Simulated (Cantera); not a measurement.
Charge: 1 mol Si₂Cl₆, 110 mol N₂.

Cantera equilibrium calculation (NASA polynomials, part measured and part estimated; ideal gas, pure solids and liquids). Candidate condensed phases: Si, Si₃N₄; 13 gas species. The feed counts by its element totals alone. N₂ is the only nitrogen source here; it is nearly inert below about 1500 K, so the nitride shown seldom forms there in practice. The tables' values for SiCl₃ are old estimates. Equilibrium is a limit: real reactors are often held back by kinetics, nucleation or transport.

Stable condensed phases, one row left out:

```
T in °C \ P in Pa
            100    260    670   1700   4500  12000  30000  77000 200000
   1425       A      A      A      A      A      A      A      A      A
   1275       A      A      A      A      A      A      B      B      B
   1200       A      A      A      A      A      B      B      B      B
   1125       A      A      A      A      B      B      B      B      B
   1050       A      A      B      B      B      B      B      B      B
    975       B      B      B      B      B      B      B      B      B
    900       B      B      B      B      B      B      B      B      B
    825       B      B      B      B      B      B      B      B      B
    750       B      B      B      B      B      B      B      B      B
    675       B      B      B      B      B      B      B      B      B
```

A: gas only; B: Si₃N₄.

Problem. Give the row for 1350 °C.

Solution. 100: gas only; 260: gas only; 670: gas only; 1700: gas only; 4500: gas only; 12000: gas only; 30000: gas only; 77000: gas only; 200000: Si₃N₄.
